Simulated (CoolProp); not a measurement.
Properties of C3F8 (R218) along the isotherm -16.65 °C.

Model: reference Helmholtz-energy equation of state, Lemmon 2006, in CoolProp. It is a short technical equation, of lower accuracy than the large ones.

| p (bar) | phase | cp (kJ/(kg K)) | isothermal compressibility (1/MPa) | expansivity (1/kK) | fugacity coefficient |
|---|---|---|---|---|---|
| 0.125 | gas | 0.7204 | 80.36 | 3.965 | 0.9956 |
| 0.202 | gas | 0.7219 | 49.87 | 4.006 | 0.9928 |
| 0.327 | gas | 0.7245 | 30.95 | 4.076 | 0.9884 |
| 0.528 | gas | 0.7289 | 19.32 | 4.195 | 0.9812 |
| 0.853 | gas | 0.7366 | 12.12 | 4.403 | 0.9696 |
| 1.38 | gas | 0.7510 | 7.677 | 4.791 | 0.9506 |
| 2.23 | gas | 0.7806 | 4.982 | 5.593 | 0.9197 |
| 3.6 | liquid | 1.023 | 0.004423 | 2.823 | 0.5949 |
| 5.81 | liquid | 1.022 | 0.004370 | 2.802 | 0.3734 |
| 9.39 | liquid | 1.020 | 0.004289 | 2.770 | 0.2358 |
| 15.2 | liquid | 1.017 | 0.004163 | 2.721 | 0.1506 |
| 24.5 | liquid | 1.013 | 0.003979 | 2.647 | 0.09855 |
| 39.6 | liquid | 1.007 | 0.003717 | 2.540 | 0.06645 |
